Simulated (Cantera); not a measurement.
Source: NASA polynomial tables (part measured, part estimated), evaluated in Cantera. Values are per mole of reaction as written; species without (g) are pure solids or liquids, kept so even where they would boil at 1 bar.

Between 300 and 2748 K, where is each reaction favourable under standard conditions?
- SiH4(g) → 4 H(g) + Si(g)
- SiH2(g) → H2(g) + Si


- SiH4(g) → 4 H(g) + Si(g): ΔG° is 1161 kJ at 300 K and 4 kJ at 2748 K; it stays positive (K < 1). ΔH° is 1326 kJ and ΔS° 481 J/K at 2748 K.
- SiH2(g) → H2(g) + Si: ΔG° is -228 kJ at 300 K and -139 kJ at 2748 K; it stays negative (K > 1). ΔH° is -186 kJ and ΔS° -17 J/K at 2748 K.
